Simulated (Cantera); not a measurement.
Mixture: CH4 : C2H6 : O2 : N2 = 1 : 0.032 : 2.58 : 9.68 (molar parts), equivalence ratio 0.82, at 2.70 bar, adiabatic and at constant pressure. Ignition delay is the time to a rise of 400 K.

Detailed kinetics in Cantera: GRI-Mech 3.0 (53 species, 325 reactions).

Task: What does this change do: 0.72 parts CO2 added?

Result: 
```tsv
quantity	before	after
delay at 1273 K	3.22 ms	3.49 ms
delay at 1373 K	1.02 ms	1.11 ms
delay at 1473 K	0.347 ms	0.378 ms
delay at 1573 K	0.132 ms	0.143 ms
apparent activation energy between 1523 and 1623 K	180 kJ/mol	190 kJ/mol
```

Task: What does this change do: constant volume in place of constant pressure?

Result: 
| quantity | before | after |
|---|---|---|
| delay at 1273 K | 3.22 ms | 3.06 ms |
| delay at 1373 K | 1.02 ms | 0.956 ms |
| delay at 1473 K | 0.347 ms | 0.323 ms |
| delay at 1573 K | 0.132 ms | 0.122 ms |
| apparent activation energy between 1523 and 1623 K | 180 kJ/mol | 190 kJ/mol |
